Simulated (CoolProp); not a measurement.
Saturated liquid density (kg/m³) of neopentane: the reference equation beside estimates from Tc = 160.6 °C, pc = 31.96 bar, ω = 0.196.

Computed with CoolProp (reference Helmholtz-energy equation of state, Lemmon 2006). It is a short technical equation, of lower accuracy than the large ones.

| T (°C) | reference | van der Waals | Soave-Redlich-Kwong |
|---|---|---|---|
| 41.15 | 566.0 | 357.0 | 531.0 |
| 52.65 | 552.1 | 347.9 | 515.3 |
| 64.15 | 537.4 | 338.2 | 498.3 |
| 75.65 | 521.8 | 327.9 | 479.8 |
| 87.15 | 505.0 | 316.8 | 459.8 |
| 98.65 | 486.7 | 304.8 | 437.7 |
| 110.15 | 466.4 | 291.5 | 413.1 |
| 121.75 | 443.2 | 276.5 | 385.0 |
| 133.25 | 415.9 | 259.1 | 352.5 |

Absolute difference from the reference over all 9 rows, mean and median: van der Waals 37.3 and 37.3 %, Soave-Redlich-Kwong 9.7 and 9.0 %.
